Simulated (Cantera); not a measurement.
Input: 1 mol V, 1.9 mol NH3, 1 mol N2, 13 mol H2O, held at 925 K and 1.43 Torr.

Equilibrium computed with Cantera from the NASA thermochemical tables; the gas is ideal and each condensed phase is pure. Candidate condensed phases: H2O, V, VN, VO, V2O3, V2O4, V2O5; 28 gas species. Condensed phases not in the tables: the oxides between V2O3 and V2O5 other than VO2. Kinetics and transport are ignored.

Base state: H2O 0.646, H2 0.244, N2 0.110 (mole fractions); condensed: V2O3(s).

**Question.** What changes in the equilibrium state with this change: temperature from 925 K to 1773 K?

**Answer.** 
```
species        before     after
------------  -------  --------
H2O             0.646     0.642
H2              0.244     0.243
N2              0.110     0.109
H             2.95e-9   0.00322
VO2             <1e-9   0.00185
OH              <1e-9  0.000527
V2O3(s), mol    0.500     0.483
```
